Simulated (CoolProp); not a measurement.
Vapour-liquid equilibrium of R22 (1) + c-C4F8 (RC318) (2) at 311.1 K; x and y are mole fractions of (1).

Model: multi-fluid Helmholtz-energy mixture model, Kamei 1995 and Platzer 1990; pair parameters Bell 2016, in CoolProp. This equation is an older, rougher fit; its heat capacities, sound speeds and derivatives of the liquid may be far off and weren't checked against measurements.

```json
[
 {"x": "0.05", "bubble pressure, mixture model (bar)": "4.944", "bubble pressure, Raoult's law (bar)": "5.133", "y, mixture model": "0.103", "y, Raoult's law": "0.142"},
 {"x": "0.125", "bubble pressure, mixture model (bar)": "5.665", "bubble pressure, Raoult's law (bar)": "5.879", "y, mixture model": "0.273", "y, Raoult's law": "0.310"},
 {"x": "0.2", "bubble pressure, mixture model (bar)": "6.647", "bubble pressure, Raoult's law (bar)": "6.625", "y, mixture model": "0.429", "y, Raoult's law": "0.440"},
 {"x": "0.275", "bubble pressure, mixture model (bar)": "…", "bubble pressure, Raoult's law (bar)": "7.371", "y, mixture model": "0.553", "y, Raoult's law": "0.544"},
 {"x": "0.35", "bubble pressure, mixture model (bar)": "8.954", "bubble pressure, Raoult's law (bar)": "8.117", "y, mixture model": "0.645", "y, Raoult's law": "0.629"},
 {"x": "0.425", "bubble pressure, mixture model (bar)": "10.05", "bubble pressure, Raoult's law (bar)": "8.863", "y, mixture model": "0.712", "y, Raoult's law": "0.699"},
 {"x": "0.5", "bubble pressure, mixture model (bar)": "11.02", "bubble pressure, Raoult's law (bar)": "9.609", "y, mixture model": "0.761", "y, Raoult's law": "0.759"},
 {"x": "0.575", "bubble pressure, mixture model (bar)": "11.83", "bubble pressure, Raoult's law (bar)": "10.36", "y, mixture model": "0.799", "y, Raoult's law": "0.810"},
 {"x": "0.65", "bubble pressure, mixture model (bar)": "12.51", "bubble pressure, Raoult's law (bar)": "11.10", "y, mixture model": "0.830", "y, Raoult's law": "0.854"},
 {"x": "0.725", "bubble pressure, mixture model (bar)": "13.09", "bubble pressure, Raoult's law (bar)": "11.85", "y, mixture model": "…", "y, Raoult's law": "0.892"},
 {"x": "0.8", "bubble pressure, mixture model (bar)": "13.59", "bubble pressure, Raoult's law (bar)": "12.59", "y, mixture model": "…", "y, Raoult's law": "0.926"},
 {"x": "0.875", "bubble pressure, mixture model (bar)": "14.03", "bubble pressure, Raoult's law (bar)": "13.34", "y, mixture model": "…", "y, Raoult's law": "0.957"},
 {"x": "0.95", "bubble pressure, mixture model (bar)": "14.41", "bubble pressure, Raoult's law (bar)": "14.09", "y, mixture model": "0.962", "y, Raoult's law": "0.984"}
]
```

**Question.** Fill in the missing entries.

**Answer.** 
- 0.275, bubble pressure, mixture model (bar): 7.784
- 0.725, y, mixture model: 0.858
- 0.8, y, mixture model: 0.886
- 0.875, y, mixture model: 0.919

The largest gap from Raoult's law is +14.7 % in bubble pressure, at x = 0.5. No azeotrope shows between x = 0.05 and 0.95.

Pair parameters are fitted to limited data, so mixtures are less certain than the pure fluids. The gap from Raoult's law changes sign with composition, which may be real or a fault of the pair parameters; it wasn't checked against measurements.
